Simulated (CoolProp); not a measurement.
Values from CoolProp's reference Helmholtz-energy equation of state, Zhou 2016.

### Question
For R245ca, give the phase and the density (kg/m³), cp (kJ/(kg K)), cv (kJ/(kg K)), speed of sound (m/s) at 56.05 °C and 10 MPa; 136.55 °C and 10 MPa; 156.75 °C and 10 MPa.

### Answer
- 56.05 °C and 10 MPa: liquid; density 1340, cp 1.40, cv 1.04, speed of sound 677
- 136.55 °C and 10 MPa: liquid; density 1120, cp 1.56, cv 1.14, speed of sound 411
- 156.75 °C and 10 MPa: liquid; density 1050, cp 1.62, cv 1.17, speed of sound 349
